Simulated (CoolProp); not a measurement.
Vapour-liquid equilibrium of n-heptane (1) + toluene (2) at 0.916 bar; x and y are mole fractions of (1).

The numbers come from the multi-fluid Helmholtz-energy mixture model, Span 2003 and Lemmon 2006; pair parameters Bell 2016 in CoolProp.

### Question
Give the bubble temperature and the first vapour's composition at x = 0.15, 0.35, 0.75. Is there an azeotrope?

### Answer
x = 0.15: 376.2 K, y = 0.235; x = 0.35: 372.8 K, y = 0.449; x = 0.75: 369.3 K, y = 0.784. No azeotrope shows between x = 0.05 and 0.95.

Pair parameters are fitted to limited data, so mixtures are less certain than the pure fluids.
